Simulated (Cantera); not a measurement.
An isothermal, constant-pressure homogeneous reactor starts with C₂H₆ : H₂ = 1 : 3.9 (molar parts), at 1323 K and 48.0 Torr.

Model: GRI-Mech 3.0 (53 species, 325 reactions), integrated in Cantera. GRI-Mech 3.0 stops at C3 and has no aromatics, soot or wall deposition, so with more carbon than oxygen in the feed, carbon stays in small species such as C2H2 where larger ones or solid carbon would form.

One state of this run: x C₂H₆ = 4.04e-5; x H₂ = 0.796; x C₂H₄ = 0.0223; x C₂H = 4.94e-10; x C₂H₂ = 0.0952; x CH₄ = 0.0863. x: mole fraction; the columns are a selection and need not sum to one.

Problem. Which value of t (s) does it belong to?
A) 1.43
B) 7.02e-5
C) 0.000289
D) 0.00119

Solution. A, 1.43
